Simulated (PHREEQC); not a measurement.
Dissolve 0.15 mol KOH per kg of water at 90 °C. Closed to the air; pH follows from the charge balance.

The numbers come from PHREEQC with the ion-association model, phreeqc.dat.

No solid was allowed to form.

Question: What pH, specific conductance does the model give?

Answer: pH 11.43; specific conductance 90600 µS/cm.

Species that the database lacks are ignored. Away from 25 °C the constants follow the database's enthalpies or fits; those with neither stay at their 25 °C values.
